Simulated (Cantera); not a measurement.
A perfectly stirred reactor is fed with CH4 : O2 : N2 = 1 : 1.43 : 5.37 (molar parts), equivalence ratio 1.4, at 36000 Pa; it is adiabatic with a 698 K inlet, and is followed from long to short residence time, starting on the burning branch (τ in s: 0.4, 0.18, 0.086, 0.04, 0.019, 0.0088, 0.0041, 0.0019, 0.0009, 0.00042, 0.0002, 9.2e-05).

Computed with Cantera and GRI-Mech 3.0 (53 species, 325 reactions).

x: mole fraction; the columns are a selection and need not sum to one.

```tsv
τ (s)	T (K)	x CH4	x O2	x C2H6	x CH2	x C2H	x CO
0.40	2240	5.80e-6	0.000117	7.16e-12	2.59e-7	5.03e-11	0.0766
0.18	2233	9.65e-6	0.000166	2.18e-11	4.93e-7	1.52e-10	0.0765
0.086	2225	1.49e-5	0.000242	5.62e-11	8.60e-7	3.94e-10	0.0764
0.040	2214	2.35e-5	0.000366	1.46e-10	1.49e-6	(withheld)	0.0763
0.019	2201	3.80e-5	0.000546	3.83e-10	2.53e-6	(withheld)	0.0761
0.0088	2187	6.61e-5	0.000826	1.14e-9	4.43e-6	(withheld)	0.0761
0.0041	2172	0.000122	0.00127	3.81e-9	8.00e-6	(withheld)	0.0762
0.0019	2157	0.000243	0.00205	1.48e-8	1.51e-5	(withheld)	0.0765
0.00090	2137	0.000502	0.00356	6.36e-8	2.84e-5	(withheld)	0.0773
0.00042	2100	0.00114	0.00694	3.44e-7	5.31e-5	(withheld)	0.0791
0.00020	2003	0.00335	0.0167	3.80e-6	9.15e-5	(withheld)	0.0825
9.2e-5	698	0.128	0.183	<1e-12	<1e-12	<1e-12	<1e-12
```

Q: What belongs in the gaps?

A: 
- 0.040, x C2H: 1.03e-9
- 0.019, x C2H: 2.67e-9
- 0.0088, x C2H: 7.62e-9
- 0.0041, x C2H: 2.33e-8
- 0.0019, x C2H: 7.60e-8
- 0.00090, x C2H: 2.36e-7
- 0.00042, x C2H: 6.56e-7
- 0.00020, x C2H: 1.34e-6
